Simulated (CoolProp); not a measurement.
Model: reference Helmholtz-energy equation of state, Thol 2022, in CoolProp.

Give the vapour pressure (kPa), enthalpy of vaporisation (kJ/kg), liquid cp (kJ/(kg K)) of saturated vinyl chloride at -43.35, -14.35, 14.55 °C.


```tsv
T (°C)	p (kPa)	enthalpy of vaporisation (kJ/kg)	liquid cp (kJ/(kg K))
-43.35	25.1	379	1.47
-14.35	99.4	356	1.48
14.55	285	332	1.51
```
